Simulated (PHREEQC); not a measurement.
BaCl2 is added in steps, without added water, to 1 kg of water holding 0.066 mol HBr, 6.6e-05 mol FeCl3 and 0.00057 mol KCl, at 93 °C. Oxygen is held at 0.21 atm. CO2 is held at log p = -1 (atm). Solids allowed: Witherite, Hematite, Sylvite. Others were left out.

Base run: PHREEQC, ion-association model, phreeqc.dat. Each further column changes one thing. The table gives Fe in solution (mol/kgw).

| BaCl2 added (mol) | base | database wateq4f.dat | metal-ligand complexes left out | Davies equation for every ion | Debye-Hückel limiting law |
|---|---|---|---|---|---|
| 0 | 1.84e-7 | 1.84e-7 | 1.81e-7 | 2.05e-7 | … |
| 0.01238 | 3.25e-7 | 3.25e-7 | 2.04e-7 | 3.39e-7 | 5.62e-7 |
| 0.02475 | 4.70e-7 | 4.69e-7 | 2.23e-7 | 4.66e-7 | 8.56e-7 |
| 0.03094 | 5.44e-7 | 5.42e-7 | 2.32e-7 | 5.28e-7 | 1.02e-6 |
| 0.04331 | 6.94e-7 | 6.91e-7 | 2.47e-7 | 6.48e-7 | 1.40e-6 |
| 0.05569 | 8.48e-7 | 8.44e-7 | 2.60e-7 | … | 1.86e-6 |
| 0.06806 | 1.00e-6 | 9.99e-7 | 2.72e-7 | 8.80e-7 | … |
| 0.07425 | 1.08e-6 | 1.08e-6 | … | 9.36e-7 | 2.70e-6 |
| 0.08662 | 1.25e-6 | 1.24e-6 | 2.88e-7 | 1.05e-6 | … |
| 0.099 | 1.41e-6 | 1.40e-6 | 2.97e-7 | 1.16e-6 | 4.25e-6 |

Problem. Some entries are withheld; supply them.

Solution. 
- 0, Debye-Hückel limiting law: 3.11e-7
- 0.05569, Davies equation for every ion: 7.65e-7
- 0.06806, Debye-Hückel limiting law: 2.40e-6
- 0.07425, metal-ligand complexes left out: 2.77e-7
- 0.08662, Debye-Hückel limiting law: 3.41e-6

At this temperature some constants are extrapolated from 25 °C, and those without enthalpy data are left unchanged. phreeqc.dat and wateq4f.dat share most of their constants, so their agreement is no independent check. Solids allowed in the column 'database wateq4f.dat': Hematite, Witherite.
